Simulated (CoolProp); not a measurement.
R410A at 305.9 K and 1.53 MPa is compressed adiabatically to 6.24 MPa with isentropic efficiency 0.6. Each further row changes one setting.

Values from CoolProp's reference Helmholtz-energy equation of state, Lemmon 2003. It is a pseudo-pure fit of the blend.

| case | work (kJ/kg) | final temperature (K) | final density (kg/m³) |
|---|---|---|---|
| as stated | 66.9 | 408.1 | 184 |
| efficiency 1 | 40.1 | 390.8 | 213 |
| efficiency 0.65 | 61.8 | 404.6 | 189 |
